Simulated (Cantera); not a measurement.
## Equilibrium for carbon deposition, reforming and gasification: CH4 + H2 + NH3

Feed: 1 mol CH4, 5.1 mol H2, 0.34 mol NH3, equilibrated at 500 °C and 0.320 bar.

Method: chemical equilibrium by Gibbs-energy minimisation in Cantera with the NASA 1993 tables (ideal gas, pure condensed phases). Candidate condensed phases: C, C6H6, C7H8, C8H18; 92 gas species. Rates play no part.

```yaml
x(H2): 0.827
x(CH4): 0.148
x(N2): 0.0250
x(NH3): 0.000151
gas_amount: 6.779 mol
log10 activity of C(graphite) (absent): -0.50
```
